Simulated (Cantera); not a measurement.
# Hydrogen reduction and annealing atmospheres: V2O5 + H2

Feed: 1 mol V2O5, 1.7 mol H2, equilibrated at 17.0 Pa.

Equilibrium computed with Cantera from the NASA thermochemical tables; the gas is ideal and each condensed phase is pure. Candidate condensed phases: H2O, V, VO, V2O3, V2O4, V2O5; 12 gas species. Mutual solubility and eutectic melting of coexisting phases are not modelled. Condensed phases not in the tables: the oxides between V2O3 and V2O5 other than VO2. Equilibrium is a limit: real reactors are often held back by kinetics, nucleation or transport.

```csv
T (°C),log p H2O,log p VO2,log p O2,log p H2,log p OH,log p H,n V2O3(s),n V2O4(s)
1175,-3.77,-7.59,-7.25,-6.18,-7.34,-8.13,0.695,0.305
1200,-3.77,-7.31,-7.02,-6.15,-7.18,-7.97,0.695,0.305
1225,-3.77,-7.05,-6.79,-6.11,-7.03,-7.82,0.696,0.304
1250,-3.77,-6.79,-6.56,-6.08,-6.88,-7.68,0.698,0.301
1275,-3.77,-6.54,-6.35,-6.05,-6.74,-7.54,0.701,0.298
1300,-3.78,-6.30,-6.14,-6.03,-6.60,-7.40,0.706,0.291
1325,-3.78,-6.07,-5.93,-6.00,-6.46,-7.27,0.715,0.281
1350,-3.78,-5.85,-5.74,-5.98,-6.33,-7.15,0.729,0.264
1375,-3.79,-5.63,-5.55,-5.95,-6.21,-7.03,0.750,0.238
1400,-3.80,-5.42,-5.36,-5.94,-6.09,-6.91,0.783,0.197
1425,-3.81,-5.22,-5.18,-5.92,-5.98,-6.80,0.835,0.132
1450,-3.83,-5.02,-5.01,-5.92,-5.87,-6.70,0.917,0.0291
1475,-3.84,-4.87,-5.01,-5.82,-5.81,-6.55,0.921,0
1500,-3.86,-4.74,-5.07,-5.70,-5.76,-6.40,0.892,0
```
log p: log10 of the partial pressure in bar; n: condensed amount in mol.

From 1175 °C to 1450 °C the condensed part is V2O3(s) + V2O4(s). From 1475 °C to 1500 °C the condensed part is V2O3(s). The main V-bearing gas is VO2 throughout.
